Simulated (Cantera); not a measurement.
Cantera run:

```python
import numpy as np
import cantera as ct

gas_names = """
    C CH CH2 CH3 CH2OH CH3O CH4 CH3OH CN CO CO2 COOH C2 C2H CHCO,ketyl C2H2,acetylene C2H2,vinylidene
    CH2CO,ketene C2H3,vinyl CH3CN CH3CO,acetyl C2H4 C2H4O,ethylen CH3CHO,ethanal CH3COOH (HCOOH)2 C2H5
    C2H6 CH3OCH3 C2H5OH CCN CNC C2N2 C2O C3 C3H3,propargyl C3H4,allene C3H4,propyne C3H4,cyclo-
    C3H5,allyl C3H6,propylene C3H6,cyclo- C3H6O C3H7,n-propyl C3H7,i-propyl C3H8 C3H8O,1propanol
    C3H8O,2propanol C3O2 C4 C4H2 C4H4,1,3-cyclo- C4H6,butadiene C4H6,2-butyne C4H6,cyclo- C4H8,1-butene
    C4H8,cis2-buten C4H8,tr2-butene C4H8,isobutene C4H8,cyclo- (CH3COOH)2 C4H9,n-butyl C4H9,i-butyl
    C4H9,s-butyl C4H9,t-butyl C4H10,isobutane C4H10,n-butane C4N2 C5 C5H6,1,3cyclo- C5H8,cyclo-
    C5H10,1-pentene C5H10,cyclo- C5H11,pentyl C5H11,t-pentyl C5H12,n-pentane C5H12,i-pentane
    CH3C(CH3)2CH3 C6H2 C6H5,phenyl C6H5O,phenoxy C6H6 C6H5OH,phenol C6H10,cyclo- C6H12,1-hexene
    C6H12,cyclo- C6H13,n-hexyl C7H7,benzyl C7H8 C7H8O,cresol C7H14,1-heptene C7H15,n-heptyl
    C7H16,n-heptane C8H8,styrene C8H10,ethylbenz C8H16,1-octene C8H17,n-octyl C8H18,isooctane
    C8H18,n-octane C9H19,n-nonyl C10H8,naphthale C10H21,n-decyl C12H9,o-bipheny C12H10,bipheny H HCN HCO
    HCCN HNC HNCO HNO HNO2 HNO3 HO2 H2 HCHO,formaldehy HCOOH H2O H2O2 N NCO NH NH2 NH3 NH2OH NO NO2 NO3
    N2 N2H2 N2H4 N2O O OH O2 O3
""".split()
cond_names = """
    C(gr) C6H6(L) C7H8(L) C8H18(L),n-octa H2O(s) H2O(L)
""".split()


def load(file, names, dense=False):
    # The tables refer to 1 bar. Condensed volumes are neglected.
    table = {s.name: s for s in ct.Species.list_from_file(file)}
    out = []
    for n in names:
        d = dict(table[n].input_data)
        d["thermo"] = dict(d["thermo"], **{"reference-pressure": 1e5})
        if dense:
            d["equation-of-state"] = {"model": "constant-volume", "density": "1e6 g/cm^3"}
        out.append(ct.Species.from_dict(d))
    return out


gas = ct.Solution(thermo="ideal-gas", species=load("nasa_gas.yaml", gas_names))
cond = {s.name: ct.Solution(thermo="fixed-stoichiometry", species=[s], name=s.name)
        for s in load("nasa_condensed.yaml", cond_names, dense=True)}
atoms = {
    'acetone': {'C': 3, 'H': 6, 'O': 1},
    'CO2': {'C': 1, 'O': 2},
    'N2': {'N': 2},
}
top_T = {'C(gr)': 4500}  # K; cautious upper limits of use, not melting points


def equilibrate(T, P, feed):
    n = {}
    for name, mol in feed.items():
        for a, k in atoms[name].items():
            n[a] = n.get(a, 0.0) + k * mol
    gas.TPX = T, P, n
    mass = sum(n.values()) * gas.mean_molecular_weight
    gas.equilibrate("TP")
    valid = [c for c in cond.values() if c.min_temp <= T <= top_T.get(c.name, c.max_temp)]
    mix = ct.Mixture([(gas, mass / gas.mean_molecular_weight)] + [(c, 0.0) for c in valid])
    mix.T, mix.P = T, P
    mix.equilibrate("TP", solver="vcs", rtol=1e-11, max_steps=5000)
    return mix


results = []
feed = {'acetone': 1, 'CO2': 0.036, 'N2': 18}  # mol
P = 5600  # Pa
for T in [1975, 2025, 2075, 2125, 2175, 2225, 2275, 2325, 2375, 2425]:
    mix = equilibrate(T, P, feed)
    results.append((T, P, feed, dict(zip(mix.species_names, mix.species_moles))))

top = {s: max(r[3][s] / sum(r[3][g] for g in gas_names) for r in results) for s in gas_names}
cols = sorted((s for s in top if top[s] > 1e-05), key=lambda s: -top[s])[:9]
seen = [c for c in cond_names if any(r[3].get(c, 0) > 1e-12 for r in results)]
print("log10 of partial pressures in bar; condensed amounts in mol")
print(f"{'T/K':>10s}" + "".join(f"{s[:9]:>10s}" for s in cols + seen))
for T, P, feed, n in results:
    ng = sum(n[g] for g in gas_names)
    print(f"{T:10.4g}" + "".join(f"{np.log10(max(n[s] / ng * P / 1e5, 1e-99)):10.3f}" for s in cols)
          + "".join(f"{n.get(c, 0):10.4g}" for c in seen))
```

It prints:

```
log10 of partial pressures in bar; condensed amounts in mol
       T/K        N2        H2        CO         H       HCN       HNC C2H2,acet        CN      C2N2     C(gr)
      1975    -1.342    -2.130    -2.566    -3.929    -3.611    -4.876    -5.318    -7.063    -7.185     1.858
      2025    -1.343    -2.133    -2.566    -3.782    -3.527    -4.753    -5.177    -6.780    -6.982     1.834
      2075    -1.343    -2.138    -2.566    -3.643    -3.448    -4.637    -5.044    -6.510    -6.788     1.807
      2125    -1.344    -2.143    -2.567    -3.511    -3.374    -4.526    -4.919    -6.254    -6.604     1.775
      2175    -1.345    -2.149    -2.567    -3.386    -3.303    -4.422    -4.800    -6.009    -6.428     1.739
      2225    -1.346    -2.157    -2.568    -3.267    -3.237    -4.324    -4.689    -5.776    -6.261     1.698
      2275    -1.347    -2.166    -2.568    -3.154    -3.175    -4.230    -4.585    -5.553    -6.101     1.653
      2325    -1.348    -2.177    -2.569    -3.047    -3.117    -4.143    -4.488    -5.340    -5.948     1.603
      2375    -1.349    -2.190    -2.570    -2.946    -3.063    -4.060    -4.397    -5.137    -5.802     1.548
      2425    -1.351    -2.206    -2.571    -2.850    -3.013    -3.983    -4.314    -4.942    -5.663     1.488
```

Equilibrium computed with Cantera from the NASA thermochemical tables; the gas is ideal and each condensed phase is pure. The feed counts by its element totals alone.
